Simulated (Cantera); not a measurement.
Feed: 1 mol toluene, 0.78 mol H2, 0.46 mol N2, 0.099 mol NH3, equilibrated at 2250 °C.

Equilibrium computed with Cantera from the NASA thermochemical tables; the gas is ideal and each condensed phase is pure. Candidate condensed phases: C, C6H6, C7H8, C8H18; 92 gas species. Rates play no part.

Problem. At 10.0 Pa, list the 4 most abundant gas species with their mole fractions, and the condensed phases.

Solution. H 0.840, H2 0.0911, N2 0.0491, C3 0.00710. Condensed: C(graphite).
